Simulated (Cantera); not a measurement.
Premixed flame

A freely propagating, adiabatic, planar premixed flame of 13.6 % CH4, 18.1 % O2, 68.3 % N2, unburnt at 550 K and 7500 Torr; multicomponent transport, grid criteria slope 0.08 and curve 0.16, no radiation.

Cantera simulation using GRI-Mech 3.0 (53 species, 325 reactions); the numbers are that mechanism's predictions, not measurements. Burning velocities carry a grid error of a few per cent, more on coarse grids.

| z (mm) | T (K) | u (m/s) | x CH4 | x O2 | x C2H2 | x CH2CO | x C2H4 | x CH2 |
|---|---|---|---|---|---|---|---|---|
| -0.451 | 551 | 0.197 | 0.136 | 0.180 | 2.51e-7 | 3.29e-8 | 3.99e-7 | <1e-8 |
| -0.300 | 561 | 0.202 | 0.134 | 0.179 | 3.09e-6 | 5.33e-7 | 5.07e-6 | <1e-8 |
| -0.225 | 591 | 0.214 | 0.131 | 0.176 | 1.53e-5 | 3.19e-6 | 2.57e-5 | <1e-8 |
| -0.150 | 723 | 0.265 | 0.121 | 0.164 | 0.000101 | 2.74e-5 | 0.000174 | <1e-8 |
| -0.0751 | 1168 | 0.437 | 0.0850 | 0.118 | 0.000624 | 0.000226 | 0.00110 | <1e-8 |
| -0.0376 | 1534 | 0.581 | 0.0526 | 0.0747 | 0.00138 | 0.000514 | 0.00214 | 2.37e-7 |
| 0 | 1866 | 0.715 | 0.0232 | 0.0314 | 0.00312 | 0.000533 | 0.00196 | 6.02e-6 |
| 0.0376 | 2028 | 0.780 | 0.0105 | 0.00992 | 0.00446 | 0.000193 | 0.000639 | 1.10e-5 |
| 0.0751 | 2080 | 0.801 | 0.00666 | 0.00331 | 0.00462 | 7.44e-5 | 0.000207 | 6.81e-6 |
| 0.150 | 2101 | 0.810 | 0.00426 | 0.000535 | 0.00435 | 2.53e-5 | 5.76e-5 | 2.55e-6 |
| 0.300 | 2099 | 0.811 | 0.00268 | 2.65e-5 | 0.00361 | 1.31e-5 | 2.31e-5 | 1.12e-6 |
| 0.601 | 2093 | 0.811 | 0.00160 | 2.63e-7 | 0.00232 | 7.62e-6 | 1.12e-5 | 5.86e-7 |
| 1.20 | 2087 | 0.811 | 0.000824 | 1.32e-7 | 0.000941 | 3.02e-6 | 4.12e-6 | 2.52e-7 |
x: mole fraction of selected species; z is measured from the peak of heat release.

```json
{
  "laminar_burning_velocity": "19.6 cm/s",
  "thermal_thickness": "0.150 mm",
  "peak x(C2H2)": "0.00463",
  "peak x(CH2CO)": "0.000620",
  "peak x(C2H4)": "0.00239",
  "peak x(CH2)": "1.13e-5"
}
```
